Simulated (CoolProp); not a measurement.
Methane at 298.15 K and 13.3 MPa flows at 2.2 m/s in a round tube of 12.7 mm bore and 1.5 µm roughness, fully developed (64/Re and Nu = 3.66 if laminar; Colebrook and Gnielinski if turbulent). Each further row changes one setting.

Values from CoolProp's reference Helmholtz-energy equation of state, Setzmann 1991.

```tsv
case	Reynolds number	Darcy friction factor	pressure drop (Pa/m)	heat-transfer coefficient (W/(m² K))	mass flow (kg/h)
as stated	190000	0.0167	331	1560	105
velocity 4.4 m/s	381000	0.0151	1200	2840	209
diameter 25.4 mm	381000	0.0145	144	1360	419
```

Viscosity comes from a separate model (Quiñones-Cisneros 2006). Thermal conductivity comes from a separate model (Friend 1989).
